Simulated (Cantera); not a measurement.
Feed: 1 mol CH3SiCl3, 0.1 mol C2H4, 21 mol H2, held at 2225 K and 7.50 Torr.

These are equilibrium values from Cantera (NASA tables, ideal gas, pure condensed phases), not measurements of a reactor. Candidate condensed phases: C, C6H6, C7H8, C8H18, Si, SiC; 109 gas species. The feed counts by its element totals alone. The tables' values for SiCl are old estimates; treat these amounts as uncertain. Gases not in the tables: Si2H6 and higher silanes. The numbers say what is thermodynamically allowed, not how fast it happens.

Base state: H2 0.816, HCl 0.107, H 0.0585, Cl 0.00556, Si 0.00542, SiCl2 0.00304, C2H2 (acetylene) 0.00239, SiCl 0.000718 (mole fractions); condensed: C(graphite) + SiC(s).

Problem. What changes in the equilibrium state with this change: H2 from 21 to 1300 mol?

Solution. 
```csv
species,before,after
H2,0.816,0.934
H,0.0585,0.0626
HCl,0.107,0.00212
Cl,0.00556,0.000103
Si,0.00542,0.000692
SiCl2,0.00304,1.34e-7
SiCl,0.000718,1.70e-6
Si2C,0.000346,2.23e-6
Si2,1.05e-5,1.72e-7
"C(graphite), mol",0.311,0
"SiC(s), mol",0.730,0
```

Problem. What changes in the equilibrium state with this change: temperature from 2225 K to 1898.15 K?

Solution. 
| species | before | after |
|---|---|---|
| H2 | 0.816 | 0.871 |
| HCl | 0.107 | 0.119 |
| H | 0.0585 | 0.00730 |
| SiCl2 | 0.00304 | 0.00164 |
| Si2 | 1.05e-5 | 1.34e-8 |
| SiC2 | 0.000572 | 1.14e-6 |
| Si2C | 0.000346 | 7.89e-7 |
| Si | 0.00542 | 4.54e-5 |
| C(graphite), mol | 0.311 | 0.226 |
| SiC(s), mol | 0.730 | 0.958 |

Problem. What changes in the equilibrium state with this change: temperature from 2225 K to 2548 K?

Solution. 
```json
[
 {"species": "H2", "before": "0.816", "after": "0.614"},
 {"species": "H", "before": "0.0585", "after": "0.242"},
 {"species": "HCl", "before": "0.107", "after": "0.0794"},
 {"species": "Si", "before": "0.00542", "after": "0.0242"},
 {"species": "Cl", "before": "0.00556", "after": "0.0221"},
 {"species": "C3", "before": "3.98e-7", "after": "0.000103"},
 {"species": "C", "before": "2.37e-7", "after": "3.18e-5"},
 {"species": "C2H", "before": "6.37e-6", "after": "0.000254"},
 {"species": "C(graphite), mol", "before": "0.311", "after": "0.266"},
 {"species": "SiC(s), mol", "before": "0.730", "after": "0"}
]
```
